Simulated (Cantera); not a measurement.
An isothermal, constant-pressure homogeneous reactor starts with 2.09 % H2, 6.53 % O2, 91.4 % N2, equivalence ratio 0.16, at 900 K and 0.570 bar.

Computed with Cantera and the H2/O2 subset of GRI-Mech 3.0, which has no nitrogen chemistry. Below about 950 K walls govern HO2 and H2O2 in real vessels.

x: mole fraction; the columns are a selection and need not sum to one.

```
t (s)        x H2    x O2     x H2O      x OH    x H2O2     x HO2
--------  -------  ------  --------  --------  --------  --------
0.000100   0.0209  0.0653  1.04e-12    <1e-12    <1e-12  4.48e-12
0.000528   0.0209  0.0653  2.91e-11    <1e-12    <1e-12  4.91e-11
0.00278    0.0209  0.0653  5.83e-10  2.35e-12  1.80e-12  7.06e-10
0.0147     0.0209  0.0653   6.83e-9  4.66e-12  1.08e-10       [?]
0.0775     0.0209  0.0653   2.40e-7  7.82e-11   1.38e-8       [?]
0.409     0.00856  0.0594    0.0123   1.55e-7  0.000105       [?]
2.16      0.00161  0.0561    0.0194   1.03e-7   3.39e-5       [?]
11.4      6.43e-5  0.0554    0.0210   2.23e-8   3.89e-7       [?]
60.0      4.23e-6  0.0554    0.0211   3.47e-9   3.64e-9       [?]
```

Q: Fill in the missing entries.

A: 
- 0.0147, x HO2: 7.56e-9
- 0.0775, x HO2: 2.34e-7
- 0.409, x HO2: 1.47e-5
- 2.16, x HO2: 6.40e-6
- 11.4, x HO2: 6.05e-7
- 60.0, x HO2: 5.76e-8
